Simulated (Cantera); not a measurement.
Thermodynamics of carbon deposition, reforming and gasification, feed CH₃OH + H₂ + N₂

Input: 1 mol CH₃OH, 1.5 mol H₂, 0.49 mol N₂, at 1225 K and 0.133 bar.

These are equilibrium values from Cantera (NASA tables, ideal gas, pure condensed phases), not measurements of a reactor. Candidate condensed phases: C, C₆H₆, C₇H₈, C₈H₁₈, H₂O; 136 gas species. Equilibrium is a limit: real reactors are often held back by kinetics, nucleation or transport.

```json
{
 "x(H₂)": "0.701",
 "x(CO)": "0.200",
 "x(N₂)": "0.0983",
 "x(CH₄)": "0.000605",
 "x(H₂O)": "0.000522",
 "x(CO₂)": "0.000101",
 "x(HCN)": "1.81e-5",
 "x(NH₃)": "4.18e-6",
 "gas_amount": "4.984 mol",
 "log10 activity of C(graphite) (absent)": "-0.15"
}
```
